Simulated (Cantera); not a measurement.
An adiabatic, constant-volume homogeneous reactor starts with CH4 : O2 : N2 = 1 : 1.05 : 8.84 (molar parts), equivalence ratio 1.9, at 1475 K and 2.10 bar. Integrator tolerance rtol = 1e-08.

Computed with Cantera and GRI-Mech 3.0 (53 species, 325 reactions).

**Question.** What does this change do: 0.29 parts CO2 added?

**Answer.** 
```json
[
 {"quantity": "time of steepest temperature rise", "before": "2.34 ms", "after": "2.46 ms"},
 {"quantity": "temperature at 5.00 s", "before": "2378 K", "after": "2333 K"},
 {"quantity": "equilibrium temperature", "before": "2378 K", "after": "2333 K"},
 {"quantity": "x(CH4) at 5.00 s", "before": "4.31e-11 (gas-phase equilibrium 4.85e-11)", "after": "2.73e-11 (gas-phase equilibrium 3.06e-11)"},
 {"quantity": "x(O2) at 5.00 s", "before": "2.43e-6 (gas-phase equilibrium 2.43e-6)", "after": "3.16e-6 (gas-phase equilibrium 3.16e-6)"},
 {"quantity": "x(N2O) at 5.00 s", "before": "6.32e-9 (gas-phase equilibrium 6.32e-9)", "after": "6.36e-9 (gas-phase equilibrium 6.36e-9)"},
 {"quantity": "x(NO) at 5.00 s", "before": "6.10e-5 (gas-phase equilibrium 6.10e-5)", "after": "6.28e-5 (gas-phase equilibrium 6.28e-5)"},
 {"quantity": "x(HO2) at 5.00 s", "before": "2.53e-9 (gas-phase equilibrium 2.53e-9)", "after": "2.90e-9 (gas-phase equilibrium 2.90e-9)"},
 {"quantity": "x(C2H4) at 5.00 s", "before": "<1e-12 (gas-phase equilibrium <1e-12)", "after": "<1e-12 (gas-phase equilibrium <1e-12)"}
]
```

**Question.** What does this change do: N2 8.84 to 6.8 parts?

**Answer.** 
| quantity | before | after |
|---|---|---|
| time of steepest temperature rise | 2.34 ms | 1.79 ms |
| temperature at 5.00 s | 2378 K | 2528 K |
| equilibrium temperature | 2378 K | 2528 K |
| x(CH4) at 5.00 s | 4.31e-11 (gas-phase equilibrium 4.85e-11) | 4.56e-11 (gas-phase equilibrium 5.12e-11) |
| x(O2) at 5.00 s | 2.43e-6 (gas-phase equilibrium 2.43e-6) | 1.04e-5 (gas-phase equilibrium 1.04e-5) |
| x(N2O) at 5.00 s | 6.32e-9 (gas-phase equilibrium 6.32e-9) | 1.67e-8 (gas-phase equilibrium 1.67e-8) |
| x(NO) at 5.00 s | 6.10e-5 (gas-phase equilibrium 6.10e-5) | 0.000160 (gas-phase equilibrium 0.000160) |
| x(HO2) at 5.00 s | 2.53e-9 (gas-phase equilibrium 2.53e-9) | 1.27e-8 (gas-phase equilibrium 1.27e-8) |
| x(C2H4) at 5.00 s | <1e-12 (gas-phase equilibrium <1e-12) | <1e-12 (gas-phase equilibrium <1e-12) |
